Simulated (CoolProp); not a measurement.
Oxygen along the isobar 25.9 MPa: density (kg/m³) from the reference equation and from simpler models built on Tc = 154.6 K, pc = 5.046 MPa, ω = 0.022; each cubic takes its own stable root.

Values from CoolProp's reference Helmholtz-energy equation of state, Schmidt 1985. Above 300 K oxygen's equation is extrapolated.

```tsv
T (K)	phase	reference	van der Waals	Redlich-Kwong	Soave-Redlich-Kwong	Peng-Robinson
127.8	liquid	1031	760.8	1034	1033	1157
142.4	liquid	964.5	726.8	958.7	958.7	1071
157.1	supercritical	893.0	691.1	879.1	878.9	977.8
171.8	supercritical	(withheld)	654.0	797.4	795.6	879.5
186.4	supercritical	739.2	616.1	(withheld)	712.5	781.6
201.1	supercritical	660.9	577.1	641.2	633.1	689.0
215.8	supercritical	587.9	538.2	(withheld)	562.2	607.5
230.4	supercritical	(withheld)	500.5	515.0	502.5	539.9
245.1	supercritical	471.2	464.5	466.1	452.9	484.3
259.7	supercritical	427.8	431.4	425.8	412.6	439.4
274.4	supercritical	391.9	(withheld)	392.1	379.1	402.3
289.1	supercritical	362.1	374.3	(withheld)	(withheld)	371.6
303.7	supercritical	337.3	(withheld)	339.8	328.0	345.9
```

### Question
Complete the blanks.

### Answer

- 171.8, reference: 817.3
- 186.4, Redlich-Kwong: 717.3
- 215.8, Redlich-Kwong: 573.1
- 230.4, reference: 524.5
- 274.4, van der Waals: 401.2
- 289.1, Redlich-Kwong: 363.7
- 289.1, Soave-Redlich-Kwong: 351.3
- 303.7, van der Waals: 350.5
